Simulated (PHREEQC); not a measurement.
Consider water at 25 °C with 0.0081 mol Cu(NO3)2, 4.7e-05 mol H2SO4 and 4e-05 mol KCl per kg of water. Closed to the air; pH follows from the charge balance.

Computed with PHREEQC (ion-association model, wateq4f.dat).

No solid was allowed to form.

Q: Order these S species by the share of S that they hold, largest first: HSO4-, CuSO4, SO4-2.

A: SO4-2 (66 %), CuSO4 (34 %), HSO4- (0.34 %)

The pH is 4.08 and the ionic strength 0.0244 mol/kgw.
